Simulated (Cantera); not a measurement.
Feed: 1 mol C2F6, 0.82 mol F2, 1.2 mol H2, at 100000 Pa.

Equilibrium computed with Cantera from the NASA thermochemical tables; the gas is ideal and each condensed phase is pure. Candidate condensed phases: C, C6H6, C7H8, C8H18; 110 gas species. Ions and electrons are included (thermal ionisation). The feed counts by its element totals alone. Gases not in the tables: C2F6 and larger saturated fluorocarbons. Equilibrium is a limit: real reactors are often held back by kinetics, nucleation or transport.

Which condensed phases are stable at each of these points (T (K)): 3000, 3250, 3500, 3750, 4000, 4250, 4500, 4750, 5000?


```json
[
 {"T (K)": "3000", "condensed phases": "C(graphite)", "C condensed (%)": "1.5"},
 {"T (K)": "3250", "condensed phases": "C(graphite)", "C condensed (%)": "8.0"},
 {"T (K)": "3500", "condensed phases": "gas only", "C condensed (%)": "0.0"},
 {"T (K)": "3750", "condensed phases": "gas only", "C condensed (%)": "0.0"},
 {"T (K)": "4000", "condensed phases": "gas only", "C condensed (%)": "0.0"},
 {"T (K)": "4250", "condensed phases": "gas only", "C condensed (%)": "0.0"},
 {"T (K)": "4500", "condensed phases": "gas only", "C condensed (%)": "0.0"},
 {"T (K)": "4750", "condensed phases": "gas only", "C condensed (%)": "0.0"},
 {"T (K)": "5000", "condensed phases": "gas only", "C condensed (%)": "0.0"}
]
```

From 3000 K to 3250 K the condensed part is C(graphite). From 3500 K to 5000 K nothing is condensed.
